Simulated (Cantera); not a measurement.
NO annealing gas

An isothermal, constant-pressure homogeneous reactor starts with NO : N2 = 0.13 : 0.66 (molar parts), at 1675 K and 728 Torr.

Computed with Cantera and GRI-Mech 3.0 (53 species, 325 reactions).

```tsv
t (s)	x NO	x O2	x N2	x N2O	x NO2	x O
0.000600	0.165	2.76e-9	0.835	1.04e-6	1.04e-6	1.11e-7
0.00200	0.165	2.84e-8	0.835	3.08e-6	3.96e-6	2.11e-7
0.00665	0.165	6.51e-7	0.835	7.20e-6	1.53e-5	5.69e-7
0.0221	0.164	1.53e-5	0.835	1.03e-5	3.96e-5	1.27e-6
0.0736	0.164	0.000108	0.836	1.05e-5	4.58e-5	1.44e-6
0.245	0.164	0.000425	0.836	1.04e-5	4.99e-5	1.57e-6
0.815	0.161	0.00147	0.837	1.01e-5	6.13e-5	1.93e-6
2.71	0.155	0.00480	0.840	9.29e-6	8.59e-5	2.79e-6
9.03	0.135	0.0144	0.850	7.10e-6	0.000120	4.40e-6
30.0	0.0936	0.0353	0.871	3.42e-6	0.000127	6.66e-6
100	0.0417	0.0614	0.897	7.52e-7	7.38e-5	8.68e-6
```
x: mole fraction; the columns are a selection and need not sum to one.

Equilibrium at this temperature and pressure: NO 0.00178, O2 0.0814, N2 0.917, N2O 1.11e-7, NO2 3.61e-6, O 9.96e-6 (gas phase only).
